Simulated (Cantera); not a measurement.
A Cantera script and what it prints.

```python
import numpy as np
import cantera as ct

gas_names = [...]  # 118 gases of nasa_gas.yaml made of C, Cl, F, H
cond_names = """
    C(gr) C6H6(L) C7H8(L) C8H18(L),n-octa
""".split()


# ... load() reads the species with a 1 bar reference pressure and builds the phases ...
atoms = {
    'CH3F': {'C': 1, 'H': 3, 'F': 1},
    'HCl': {'H': 1, 'CL': 1},
    'H2': {'H': 2},
}
top_T = {'C(gr)': 4500}  # K; cautious upper limits of use, not melting points


# ... equilibrate(T, P, feed) seeds the gas with the atoms and calls Mixture.equilibrate('TP', solver="vcs", rtol=1e-11, max_steps=5000) ...
results = []
feed = {'CH3F': 1, 'HCl': 0.12, 'H2': 0.1}  # mol
T = 1450  # K
P = 1400  # Pa
mix = equilibrate(T, P, feed)
results.append((T, P, feed, dict(zip(mix.species_names, mix.species_moles))))
print(gas.report(threshold=0.001))
for i in range(1, mix.n_phases):
    print(f"{mix.phase(i).name:16s} {mix.phase_moles(i):12.5e} mol")
```

It prints:

```
       temperature   1450 K
          pressure   1400 Pa
           density   0.0013913 kg/m^3
  mean mol. weight   11.981 kg/kmol
   phase of matter   gas

                          1 kg             1 kmol
                     ---------------   ---------------
          enthalpy       -7.7614e+06       -9.2993e+07  J
   internal energy       -8.7676e+06       -1.0505e+08  J
           entropy             20278        2.4297e+05  J/K
    Gibbs function       -3.7165e+07       -4.4529e+08  J
 heat capacity c_p            2688.2             32209  J/K
 heat capacity c_v            1994.3             23895  J/K

                      mass frac. Y      mole frac. X     chem. pot. / RT
                     ---------------   ---------------   ---------------
               HCL           0.16446          0.054048           -40.145
                HF           0.75214           0.45044           -51.358
                H2          0.083362           0.49544           -23.476
     [ +115 minor]        4.0157e-05        7.5098e-05

C(gr)             9.99964e-01 mol
```

Equilibrium computed with Cantera from the NASA thermochemical tables; the gas is ideal and each condensed phase is pure.
